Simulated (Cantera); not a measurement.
## N2O furnace oxynitridation

A perfectly stirred reactor is fed with 58.8 % N2O, 41.2 % N2, at 1.90 bar; it is held at 1100 K, and followed from long to short residence time.

Detailed kinetics in Cantera: GRI-Mech 3.0 (53 species, 325 reactions). GRI-Mech 3.0 was tuned for natural gas; its chemistry of N2O as a main component is partial and can be far from experiment. The mechanism lacks the step 2 NO + O2 → 2 NO2, which can matter for NO2 below about 1400 K. The temperature is held fixed by assumption; the heat of reaction is taken as removed at once.

```
τ (s)   x N2O      x NO   x N2      x O2     x NO2
------  -----  --------  -----  --------  --------
5.2     0.342   0.00973  0.558    0.0899  0.000251
2.2     0.442   0.00650  0.498    0.0529  0.000165
0.92    0.513   0.00360  0.456    0.0271   8.95e-5
0.38    0.554   0.00173  0.432    0.0125   4.07e-5
0.16    0.573  0.000783  0.421   0.00553   1.64e-5
0.068   0.582  0.000345  0.416   0.00240   5.76e-6
0.028   0.585  0.000145  0.413  0.000999   1.61e-6
0.012   0.587   6.25e-5  0.412  0.000430   3.95e-7
0.0050  0.588   2.62e-5  0.412  0.000179   8.02e-8
0.0021  0.588   1.10e-5  0.412   7.52e-5   1.52e-8
```
x: mole fraction; the columns are a selection and need not sum to one.
